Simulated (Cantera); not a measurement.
A perfectly stirred reactor is fed with CH4 : CO : O2 : N2 = 1 : 0.036 : 4.69 : 17.6 (molar parts), equivalence ratio 0.43, at 1000000 Pa; it is adiabatic with a 500 K inlet, and is followed from long to short residence time, starting on the burning branch (τ in s: 0.15, 0.072, 0.035, 0.017, 0.008, 0.0038, 0.0018, 0.00088, 0.00042, 0.0002, 9.7e-05).

Cantera simulation using GRI-Mech 3.0 (53 species, 325 reactions); the numbers are that mechanism's predictions, not measurements.

One state of this run: T (K) = 1504; x CH4 = 6.54e-5; x CO = 0.000603; x O2 = 0.115; x C2H = 2.68e-12; x HCO = 4.42e-9; x C2H6 = 1.61e-7. x: mole fraction; the columns are a selection and need not sum to one.

Which value of τ (s) does it belong to?
A) 0.0080
B) 0.017
C) 0.035
D) 0.0038

C, 0.035
